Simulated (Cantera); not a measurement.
## Hydrogen reduction and annealing atmospheres: Cu2O + H2 + N2

Input: 1 mol Cu2O, 5.1 mol H2, 2.4 mol N2, held at 0.0133 bar.

Method: chemical equilibrium by Gibbs-energy minimisation in Cantera with the NASA 1993 tables (ideal gas, pure condensed phases). Candidate condensed phases: Cu, CuO, Cu(OH)2, Cu2O, H2O; 27 gas species. Rates play no part.

From 1375 °C to 1675 °C the condensed part is Cu(l). From 1725 °C to 1975 °C nothing is condensed. The main Cu-bearing gas is Cu throughout.

```json
[
 {"T (°C)": "1375", "x H2": "0.543", "x N2": "0.318", "x Cu": "0.00592", "x H2O": "0.132", "x H": "0.000568", "n Cu(l)": "1.96"},
 {"T (°C)": "1425", "x H2": "0.540", "x N2": "0.316", "x Cu": "0.0116", "x H2O": "0.132", "x H": "0.000920", "n Cu(l)": "1.91"},
 {"T (°C)": "1475", "x H2": "0.534", "x N2": "0.313", "x Cu": "0.0219", "x H2O": "0.130", "x H": "0.00145", "n Cu(l)": "1.83"},
 {"T (°C)": "1525", "x H2": "0.523", "x N2": "0.307", "x Cu": "0.0397", "x H2O": "0.128", "x H": "0.00221", "n Cu(l)": "1.69"},
 {"T (°C)": "1575", "x H2": "0.506", "x N2": "0.297", "x Cu": "0.0697", "x H2O": "0.124", "x H": "0.00327", "n Cu(l)": "1.43"},
 {"T (°C)": "1625", "x H2": "0.478", "x N2": "0.281", "x Cu": "0.119", "x H2O": "0.117", "x H": "0.00468", "n Cu(l)": "0.981"},
 {"T (°C)": "1675", "x H2": "0.434", "x N2": "0.256", "x Cu": "0.197", "x H2O": "0.106", "x H": "0.00645", "n Cu(l)": "0.144"},
 {"T (°C)": "1725", "x H2": "0.425", "x N2": "0.252", "x Cu": "0.209", "x H2O": "0.105", "x H": "0.00906", "n Cu(l)": "0"},
 {"T (°C)": "1775", "x H2": "0.423", "x N2": "0.251", "x Cu": "0.208", "x H2O": "0.104", "x H": "0.0126", "n Cu(l)": "0"},
 {"T (°C)": "1825", "x H2": "0.420", "x N2": "0.250", "x Cu": "0.208", "x H2O": "0.104", "x H": "0.0173", "n Cu(l)": "0"},
 {"T (°C)": "1875", "x H2": "0.415", "x N2": "0.250", "x Cu": "0.208", "x H2O": "0.103", "x H": "0.0233", "n Cu(l)": "0"},
 {"T (°C)": "1925", "x H2": "0.410", "x N2": "0.249", "x Cu": "0.207", "x H2O": "0.102", "x H": "0.0309", "n Cu(l)": "0"},
 {"T (°C)": "1975", "x H2": "0.403", "x N2": "0.247", "x Cu": "0.206", "x H2O": "0.101", "x H": "0.0404", "n Cu(l)": "0"}
]
```
x: gas mole fraction; n: condensed amount in mol.
